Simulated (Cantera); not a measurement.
Charge: 1 mol CuO, 1.8 mol CH4, 0.022 mol CO, at 13300 Pa.

Cantera equilibrium calculation (NASA polynomials, part measured and part estimated; ideal gas, pure solids and liquids). Candidate condensed phases: C, C6H6, C7H8, C8H18, Cu, CuO, Cu(OH)2, Cu2O, H2O; 113 gas species. Kinetics and transport are ignored.

Question: What share of the Cu ends up in condensed phases as a function of T (°C), at 950, 1150, 1350, 1550, 1750, 1950, 2150?

Answer: 
```
T (°C)  Cu condensed (%)     as
------  ----------------  -----
950                100.0  Cu(s)
1150               100.0  Cu(l)
1350                99.8  Cu(l)
1550                97.5  Cu(l)
1750                80.6  Cu(l)
1950                 0.0      -
2150                 0.0      -
```
